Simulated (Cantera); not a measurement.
Charge: 1 mol TEOS, 6.3 mol CO₂, 1.2 mol O₃, at 852 °C and 0.133 bar.

Equilibrium computed with Cantera from the NASA thermochemical tables; the gas is ideal and each condensed phase is pure. Candidate condensed phases: C, C₆H₆, C₇H₈, C₈H₁₈, H₂O, Si, SiC, SiO₂; 123 gas species. The feed counts by its element totals alone. The numbers say what is thermodynamically allowed, not how fast it happens.

Base state: CO 0.497, H₂ 0.342, CO₂ 0.0913, H₂O 0.0692 (mole fractions); condensed: SiO₂(β-quartz).

Q: What changes in the equilibrium state with this change: TEOS replaced by SiH₄?

A: 
| species | before | after |
|---|---|---|
| CO₂ | 0.0913 | 0.722 |
| H₂O | 0.0692 | 0.230 |
| CO | 0.497 | 0.0374 |
| H₂ | 0.342 | 0.0108 |
| SiO₂(β-quartz), mol | 1.00 | 1.00 |
